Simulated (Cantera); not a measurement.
Feed: 1 mol Si, 0.015 mol H2O, 15 mol N2, at 1973 K.

Cantera equilibrium calculation (NASA polynomials, part measured and part estimated; ideal gas, pure solids and liquids). Candidate condensed phases: H2O, Si, SiO2, Si2N2O, Si3N4; 35 gas species. Mutual solubility and eutectic melting of coexisting phases are not modelled. Kinetics and transport are ignored.

Question: What share of the Si ends up in condensed phases as a function of P (Pa), at 0.100, 1, 10, 100, 1000, 10000, 100000, 1000000?

Answer: 
```tsv
P (Pa)	Si condensed (%)	as
0.100	0.0	-
1	0.0	-
10	0.0	-
100	46.6	Si(l)
1000	93.1	Si(l)
10000	97.9	Si(l)
100000	98.5	Si3N4(s)
1000000	99.9	Si2N2O(s) + Si3N4(s)
```
